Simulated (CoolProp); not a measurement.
Vapour-liquid equilibrium of R114 (1) + n-hexane (2) at 87.65 °C; x and y are mole fractions of (1).

Computed with CoolProp (multi-fluid Helmholtz-energy mixture model, Platzer 1990 and Thol 2019; pair parameters Bell 2016). This equation is an older, rougher fit; its heat capacities, sound speeds and derivatives of the liquid may be far off and weren't checked against measurements.

```json
[
 {"x": "0.05", "bubble pressure (bar)": "2.416", "y at the bubble point": "0.284", "dew pressure at overall composition x (bar)": "1.860", "liquid density (mol/L)": "6.916"},
 {"x": "0.15", "bubble pressure (bar)": "3.596", "y at the bubble point": "0.547", "dew pressure at overall composition x (bar)": "2.064", "liquid density (mol/L)": "6.957"},
 {"x": "0.25", "bubble pressure (bar)": "4.644", "y at the bubble point": "0.673", "dew pressure at overall composition x (bar)": "2.315", "liquid density (mol/L)": "6.995"},
 {"x": "0.35", "bubble pressure (bar)": "5.585", "y at the bubble point": "0.749", "dew pressure at overall composition x (bar)": "2.634", "liquid density (mol/L)": "7.031"},
 {"x": "0.45", "bubble pressure (bar)": "6.447", "y at the bubble point": "0.802", "dew pressure at overall composition x (bar)": "3.051", "liquid density (mol/L)": "7.063"},
 {"x": "0.55", "bubble pressure (bar)": "7.257", "y at the bubble point": "0.844", "dew pressure at overall composition x (bar)": "3.615", "liquid density (mol/L)": "7.092"},
 {"x": "0.65", "bubble pressure (bar)": "8.043", "y at the bubble point": "0.880", "dew pressure at overall composition x (bar)": "4.414", "liquid density (mol/L)": "7.117"},
 {"x": "0.75", "bubble pressure (bar)": "8.835", "y at the bubble point": "0.914", "dew pressure at overall composition x (bar)": "5.600", "liquid density (mol/L)": "7.140"},
 {"x": "0.85", "bubble pressure (bar)": "9.656", "y at the bubble point": "0.947", "dew pressure at overall composition x (bar)": "7.378", "liquid density (mol/L)": "7.161"},
 {"x": "0.95", "bubble pressure (bar)": "10.53", "y at the bubble point": "0.981", "dew pressure at overall composition x (bar)": "9.738", "liquid density (mol/L)": "7.180"}
]
```

No azeotrope shows between x = 0.05 and 0.95.

The pair parameters rest on a limited set of measurements; away from them the model extrapolates.
